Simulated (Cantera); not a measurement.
Mixture: CH₄ : C₂H₆ : O₂ : N₂ = 1 : 0.056 : 1.83 : 6.88 (molar parts), at 1000000 Pa, adiabatic and at constant volume. Ignition delay is the time to a rise of 400 K.

Cantera simulation using GRI-Mech 3.0 (53 species, 325 reactions); the numbers are that mechanism's predictions, not measurements.

**Question.** What does this change do: N2 6.88 to 16 parts?

**Answer.** 
```
quantity                                                before       after
--------------------------------------------------  ----------  ----------
delay at 1125 K                                        3.58 ms     7.08 ms
delay at 1275 K                                       0.701 ms     1.56 ms
delay at 1425 K                                       0.162 ms    0.376 ms
delay at 1575 K                                        41.7 µs     93.3 µs
apparent activation energy between 1500 and 1650 K  180 kJ/mol  180 kJ/mol
```
